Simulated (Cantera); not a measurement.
**Thermodynamics of oxide etching and cleaning by halides, feed CaO + Cl₂**

Input: 1 mol CaO, 0.85 mol Cl₂, equilibrated at 1.00 Torr.

Method: chemical equilibrium by Gibbs-energy minimisation in Cantera with the NASA 1993 tables (ideal gas, pure condensed phases). Candidate condensed phases: Ca, CaCl₂, CaO; 11 gas species. Mutual solubility and eutectic melting of coexisting phases are not modelled. Condensed phases not in the tables: oxide chlorides. The numbers say what is thermodynamically allowed, not how fast it happens.

From 1398 K to 1448 K the condensed part is CaCl₂(l) + CaO(s). From 1498 K to 1698 K the condensed part is CaO(s). The main Ca-bearing gas is CaCl₂ throughout. The share of Ca in condensed phases is highest at 1398 K (85.3 %) and lowest at 1498 K (19.7 %).

```csv
T (K),x O₂,x CaCl₂,x Cl,x Cl₂,n CaCl₂(l),n CaO(s)
1398,0.708,0.250,0.0402,0.00275,0.689,0.164
1448,0.386,0.551,0.0595,0.00285,0.233,0.184
1498,0.310,0.620,0.0686,0.00189,0,0.197
1548,0.307,0.614,0.0777,0.00126,0,0.202
1598,0.304,0.608,0.0873,0.000862,0,0.208
1648,0.300,0.601,0.0974,0.000603,0,0.214
1698,0.297,0.594,0.108,0.000431,0,0.221
```
x: gas mole fraction; n: condensed amount in mol.
